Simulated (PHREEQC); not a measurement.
## Brine: speciation

Dissolve 0.0079 mol MgSO4, 0.0042 mol FeCl2 and 0.39 mol MgCl2 per kg of water at 15 °C. Closed to the air; pH follows from the charge balance.

All values are PHREEQC results (ion-association model, phreeqc.dat), not measurements.

This is a speciation only: nothing precipitates in the calculation.

Task: Predict the pH, activity of water.

Result: pH 6.26; activity of water 0.980.

Task: In which forms is Mg present?

Result: Mg+2 99 %, MgSO4 1.4 % of the Mg.

Caution: at this ionic strength the ion-association model is outside its range; a Pitzer model would be the better tool where its parameters exist. Complexes and solids missing from the database can't appear.
